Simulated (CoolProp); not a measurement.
Computed with CoolProp (reference Helmholtz-energy equation of state, Lemmon 2006). It is a short technical equation, of lower accuracy than the large ones.

Problem. Give the vapour pressure (bar), vapour Z, surface tension (mN/m) of saturated C2F6 (R116) at 232.1 K.

Solution. 
```tsv
T (K)	p (bar)	vapour Z	surface tension (mN/m)
232.1	5.20	0.857	6.19
```

Surface tension comes from a separate correlation (Mulero 2012).
